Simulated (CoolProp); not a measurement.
Saturation properties of CH3F (R41) (Tc = 317.3 K, pc = 5.906 MPa, ω = 0.200).

Computed with CoolProp (reference Helmholtz-energy equation of state, Lemmon 2006). It is a short technical equation, of lower accuracy than the large ones.

| T (K) | p (MPa) | vapour density (kg/m³) |
|---|---|---|
| 182.5 | 0.04889 | 1.127 |
| 191.9 | 0.08616 | 1.912 |
| 201.2 | 0.1424 | 3.058 |
| 210.6 | 0.2252 | 4.705 |
| 220 | 0.3412 | … |
| 229.3 | 0.4964 | … |
| 238.7 | 0.7026 | … |
| 248.1 | 0.9678 | … |
| 257.4 | 1.298 | 26.11 |
| 266.8 | 1.711 | … |
| 276.2 | 2.214 | … |
| 285.5 | 2.816 | 62.29 |
| 294.9 | 3.543 | 84.23 |

Complete the blanks.


- 220, vapour density (kg/m³): 6.978
- 229.3, vapour density (kg/m³): 10.00
- 238.7, vapour density (kg/m³): 14.04
- 248.1, vapour density (kg/m³): 19.32
- 266.8, vapour density (kg/m³): 35.03
- 276.2, vapour density (kg/m³): 46.75

It boils at 194.8 K under 1 atm.
